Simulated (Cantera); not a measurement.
Standard-state values (1 bar) from the NASA 1993 polynomials, evaluated with Cantera. Values are per mole of reaction as written; species without (g) are pure solids or liquids, kept so even where they would boil at 1 bar. TaC: taken at fixed stoichiometry.

2 C6H6(g) + 9 Ta ⇌ 9 TaC + 3 CH4(g)

```tsv
T (K)	ΔH° (kJ)	ΔS° (J/K)	ΔG° (kJ)	log10 K
300	-1686.3	29.2	-1695.1	295.14
1548	-1665.6	63.2	-1763.4	59.50
1648	…	…	…	…
1748	…	…	…	…
1848	-1657.3	68.1	-1783.0	50.40
1948	-1653.8	69.9	-1789.9	48.00
2048	-1650.0	71.8	-1797.0	45.83
2148	-1645.9	73.7	-1804.3	43.88
2248	-1641.6	75.7	-1811.8	42.10
2348	-1637.0	77.7	-1819.4	40.48
2448	-1632.3	79.6	-1827.3	38.99
2548	-1627.6	81.6	-1835.4	37.62
```

What belongs in the gaps?


- 1648, ΔH° (kJ): -1663.2
- 1648, ΔS° (J/K): 64.7
- 1648, ΔG° (kJ): -1769.8
- 1648, log10 K: 56.09
- 1748, ΔH° (kJ): -1660.4
- 1748, ΔS° (J/K): 66.3
- 1748, ΔG° (kJ): -1776.3
- 1748, log10 K: 53.08
